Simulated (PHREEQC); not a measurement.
PHREEQC input (ion-association model, phreeqc.dat):

```
SOLUTION 1
  temp 25
  units mol/kgw
  pH 7 charge
END
SELECTED_OUTPUT 1
  -reset false
  -pH true
  -pe true
  -ionic_strength true
  -water true
  -totals Ntg Oxg
  -molalities H+ OH-
USER_PUNCH 1
  -headings p_Ntg(g) phi_Ntg(g) p_Oxg(g) phi_Oxg(g) p_H2O(g) phi_H2O(g) density
  10 PUNCH PR_P("Ntg(g)"), PR_PHI("Ntg(g)"), PR_P("Oxg(g)"), PR_PHI("Oxg(g)"), PR_P("H2O(g)"), PR_PHI("H2O(g)"), RHO
PRINT
  -reset false
USE solution 1
REACTION_TEMPERATURE 1
  10
GAS_PHASE 1
  -fixed_pressure
  -pressure 100
  -temperature 10
  -volume 20
  Ntg(g) 41
  Oxg(g) 59
  H2O(g) 0
END
# ... the last block is repeated for the other 8 points of T (°C)
```

Selected output (columns that matter, 9 of 9 rows; T (°C) added in front):

```
T (°C)	pH	mu	Ntg	Oxg	m_H+	m_OH-	p_Ntg(g)	phi_Ntg(g)	p_Oxg(g)	phi_Oxg(g)	p_H2O(g)	phi_H2O(g)	density
10	7.2457	5.6814e-08	0.029578	0.080955	5.6814e-08	5.6814e-08	41.007	0.95938	58.968	0.90547	0.025381	0.52157	1.0046
20	7.0631	8.6499e-08	0.02528	0.066926	8.6499e-08	8.6499e-08	40.996	0.96907	58.959	0.91782	0.045015	0.55519	1.0028
30	6.8981	1.2649e-07	0.022283	0.05739	1.2649e-07	1.2649e-07	40.981	0.97758	58.942	0.92871	0.07685	0.58629	1.0001
40	6.7487	1.7846e-07	0.020188	0.050795	1.7846e-07	1.7846e-07	40.959	0.98509	58.914	0.93834	0.1267	0.61495	0.99653
50	6.6132	2.4382e-07	0.018741	0.046214	2.4382e-07	2.4382e-07	40.927	0.99175	58.87	0.94686	0.20233	0.64125	0.99231
60	6.4902	3.2367e-07	0.01778	0.04307	3.2367e-07	3.2367e-07	40.881	0.99768	58.805	0.9544	0.3138	0.66527	0.98749
70	6.3785	4.1863e-07	0.017198	0.040994	4.1863e-07	4.1863e-07	40.815	1.003	58.711	0.96106	0.47382	0.68707	0.98212
80	6.2771	5.2879e-07	0.016924	0.039746	5.2879e-07	5.2879e-07	40.723	1.0078	58.579	0.96696	0.69806	0.70671	0.97623
90	6.1851	6.5365e-07	0.016909	0.039163	6.5365e-07	6.5365e-07	40.597	1.0123	58.398	0.97215	1.0055	0.72424	0.96986
```

Constants without temperature data keep their 25 °C values here.
